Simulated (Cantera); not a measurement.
An adiabatic, constant-pressure homogeneous reactor starts with CO : H2 : CH4 : O2 : N2 = 1 : 0.51 : 0.36 : 1.76 : 21.1 (molar parts), equivalence ratio 0.84, at 1525 K and 6230 Torr. Integrator tolerance rtol = 1e-08.

Detailed kinetics in Cantera: GRI-Mech 3.0 (53 species, 325 reactions).

Problem. What does this change do: initial temperature 1525 to 1200 K?

Solution. 
```csv
quantity,before,after
time of steepest temperature rise,29.6 µs,0.420 ms
temperature at 7.00 s,2264 K,1978 K
equilibrium temperature,2264 K,1978 K
x(CO) at 7.00 s,0.00170 (gas-phase equilibrium 0.00170),0.000206 (gas-phase equilibrium 0.000207)
x(H2) at 7.00 s,0.000284 (gas-phase equilibrium 0.000284),4.15e-5 (gas-phase equilibrium 4.15e-5)
x(CH4) at 7.00 s,<1e-12 (gas-phase equilibrium <1e-12),<1e-12 (gas-phase equilibrium <1e-12)
x(CH2O) at 7.00 s,1.62e-12 (gas-phase equilibrium 1.62e-12),<1e-12 (gas-phase equilibrium <1e-12)
x(H2O) at 7.00 s,0.0503 (gas-phase equilibrium 0.0503),0.0511 (gas-phase equilibrium 0.0511)
x(C2H6) at 7.00 s,<1e-12 (gas-phase equilibrium <1e-12),<1e-12 (gas-phase equilibrium <1e-12)
```

Problem. What does this change do: constant volume in place of constant pressure?

Solution. 
```tsv
quantity	before	after
time of steepest temperature rise	29.6 µs	27.6 µs
temperature at 7.00 s	2264 K	2425 K
equilibrium temperature	2264 K	2425 K
x(CO) at 7.00 s	0.00170 (gas-phase equilibrium 0.00170)	0.00350 (gas-phase equilibrium 0.00350)
x(H2) at 7.00 s	0.000284 (gas-phase equilibrium 0.000284)	0.000547 (gas-phase equilibrium 0.000547)
x(CH4) at 7.00 s	<1e-12 (gas-phase equilibrium <1e-12)	<1e-12 (gas-phase equilibrium <1e-12)
x(CH2O) at 7.00 s	1.62e-12 (gas-phase equilibrium 1.62e-12)	9.84e-12 (gas-phase equilibrium 9.84e-12)
x(H2O) at 7.00 s	0.0503 (gas-phase equilibrium 0.0503)	0.0495 (gas-phase equilibrium 0.0495)
x(C2H6) at 7.00 s	<1e-12 (gas-phase equilibrium <1e-12)	<1e-12 (gas-phase equilibrium <1e-12)
```

Problem. What does this change do: 1.3 parts CO2 added?

Solution. 
| quantity | before | after |
|---|---|---|
| time of steepest temperature rise | 29.6 µs | 32.9 µs |
| temperature at 7.00 s | 2264 K | 2205 K |
| equilibrium temperature | 2264 K | 2205 K |
| x(CO) at 7.00 s | 0.00170 (gas-phase equilibrium 0.00170) | 0.00217 (gas-phase equilibrium 0.00217) |
| x(H2) at 7.00 s | 0.000284 (gas-phase equilibrium 0.000284) | 0.000191 (gas-phase equilibrium 0.000191) |
| x(CH4) at 7.00 s | <1e-12 (gas-phase equilibrium <1e-12) | <1e-12 (gas-phase equilibrium <1e-12) |
| x(CH2O) at 7.00 s | 1.62e-12 (gas-phase equilibrium 1.62e-12) | 1.38e-12 (gas-phase equilibrium 1.38e-12) |
| x(H2O) at 7.00 s | 0.0503 (gas-phase equilibrium 0.0503) | 0.0479 (gas-phase equilibrium 0.0479) |
| x(C2H6) at 7.00 s | <1e-12 (gas-phase equilibrium <1e-12) | <1e-12 (gas-phase equilibrium <1e-12) |
